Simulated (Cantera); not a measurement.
# Aluminium nitride and oxide growth: AlCl₃ + O₂ + N₂

Input: 1 mol AlCl₃, 9.2 mol O₂, 52 mol N₂, held at 1825 K.

These are equilibrium values from Cantera (NASA tables, ideal gas, pure condensed phases), not measurements of a reactor. Candidate condensed phases: Al, AlCl₃, AlN, Al₂O₃; 24 gas species. Rates play no part.

| P (Pa) | x N₂ | x O₂ | x Cl | x Cl₂ | n Al₂O₃(s) |
|---|---|---|---|---|---|
| 10 | 0.815 | 0.128 | 0.0471 | 1.77e-6 | 0.500 |
| 37 | 0.817 | 0.130 | 0.0472 | 6.55e-6 | 0.500 |
| 140 | 0.817 | 0.131 | 0.0472 | 2.48e-5 | 0.500 |
| 520 | 0.817 | 0.131 | 0.0471 | 9.15e-5 | 0.500 |
| 1900 | 0.818 | 0.131 | 0.0466 | 0.000328 | 0.500 |
| 7200 | 0.819 | 0.131 | 0.0449 | 0.00115 | 0.500 |
| 27000 | 0.821 | 0.132 | 0.0403 | 0.00348 | 0.499 |
| 100000 | 0.824 | 0.132 | 0.0315 | 0.00790 | 0.499 |
x: gas mole fraction; n: condensed amount in mol.

From 10.0 Pa to 100000 Pa the condensed part is Al₂O₃(s). The main Al-bearing gas is AlOCl at 10.0 Pa and AlCl₃ at 100000 Pa.
